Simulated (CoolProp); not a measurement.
The numbers come from the reference Helmholtz-energy equation of state, McLinden 2015 in CoolProp.

Q: Give the vapour pressure (bar), liquid density (kg/m³), vapour density (kg/m³) of saturated the fluoroketone C6F12O (FK-5-1-12) at 328.1, 339.2, 346.6 K.

A: 
```json
[
 {"T (K)": "328.1", "p (bar)": "1.24", "liquid density (kg/m³)": "1510", "vapour density (kg/m³)": "15.5"},
 {"T (K)": "339.2", "p (bar)": "1.76", "liquid density (kg/m³)": "1470", "vapour density (kg/m³)": "21.8"},
 {"T (K)": "346.6", "p (bar)": "2.20", "liquid density (kg/m³)": "1440", "vapour density (kg/m³)": "27.1"}
]
```
